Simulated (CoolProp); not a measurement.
Saturation properties of tetrahydrofuran (Tc = 540.2 K, pc = 5304 kPa, ω = 0.234).

The numbers come from the reference Helmholtz-energy equation of state, Fiedler 2023 in CoolProp.

```tsv
T (K)	p (kPa)	liquid density (kg/m³)	vapour density (kg/m³)	enthalpy of vaporisation (kJ/kg)	liquid cp (kJ/(kg K))
347.5	132.1	825.9	3.415	410.0	1.920
361	196.2	809.8	4.941	399.5	1.978
374.5	282.1	793.2	6.949	388.5	2.039
388	394.1	776.2	9.539	376.9	2.102
401.5	537.0	758.5	12.83	364.6	2.168
414.9	714.3	740.2	16.92	351.5	2.238
428.4	933.8	720.9	22.06	337.3	2.313
441.9	1200	700.5	28.44	321.9	2.396
455.4	1519	678.8	36.37	304.9	2.491
468.9	1897	655.2	46.30	285.9	2.605
482.4	2342	629.0	58.94	264.3	2.752
495.8	2858	599.4	75.36	239.2	2.962
```

It boils at 339.1 K under 1 atm.
